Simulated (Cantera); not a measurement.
A perfectly stirred reactor is fed with CH4 : N2 = 1 : 1.5 (molar parts), at 0.00799 atm; it is held at 1398 K, and followed from long to short residence time.

Computed with Cantera and GRI-Mech 3.0 (53 species, 325 reactions). GRI-Mech 3.0 stops at C3 and has no aromatics, soot or wall deposition, so with more carbon than oxygen in the feed, carbon stays in small species such as C2H2 where larger ones or solid carbon would form. Radical loss at walls, strong at low pressure, is not modelled.

```tsv
quantity	before	after
x(CH4) at τ = 20.0 s	0.328	0.636
x(CH2) at τ = 20.0 s	5.61e-9	5.79e-9
x(C2H) at τ = 20.0 s	8.15e-10	1.27e-9
x(H2) at τ = 20.0 s	0.0755	0.160
x(CH3) at τ = 20.0 s	0.000232	0.000331
x(CH4) at τ = 0.300 s	0.400	0.832
x(CH2) at τ = 0.300 s	7.83e-10	1.96e-9
x(C2H) at τ = 0.300 s	<1e-12	1.21e-12
x(H2) at τ = 0.300 s	0.000179	0.000827
x(CH3) at τ = 0.300 s	9.41e-5	0.000217
```

Problem. What was changed between the two runs?
A) N2 1.5 to 8.7 parts
B) pressure from 0.00799 atm to 0.987 atm
C) pressure from 0.00799 atm to 1.68 atm
D) CH4 1 to 7.5 parts

Solution. D, CH4 1 to 7.5 parts
